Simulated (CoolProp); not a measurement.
Vapour-liquid equilibrium of R113 (1) + acetone (2) at 0.269 bar; x and y are mole fractions of (1).

Model: multi-fluid Helmholtz-energy mixture model, Marx 1992 and Lemmon 2006; pair parameters Bell 2016, in CoolProp.

```
x     bubble temperature, mixture model (K)  bubble temperature, Raoult's law (K)  y, mixture model  y, Raoult's law
----  -------------------------------------  ------------------------------------  ----------------  ---------------
0.05                                  292.1                                 294.6             0.165            0.072
0.15                                  288.2                                 293.5             0.362            0.208
0.25                                  285.9                                 292.5             0.471            0.332
0.35                                  284.6                                 291.5             0.540            0.446
0.45                                  283.9                                 290.6             0.590            0.551
0.55                                  283.4                                 289.6             0.633            0.648
0.65                                  283.2                                 288.7             0.675            0.738
0.75                                  283.2                                 287.9             0.725            0.820
0.85                                  283.6                                 287.0             0.795            0.896
0.95                                  284.7                                 286.2             0.910            0.967
```

The largest gap from Raoult's law is -6.9 K in bubble temperature, at x = 0.35. y crosses x between x = 0.65 and 0.75: the model has an azeotrope there.

The pair parameters rest on a limited set of measurements; away from them the model extrapolates.
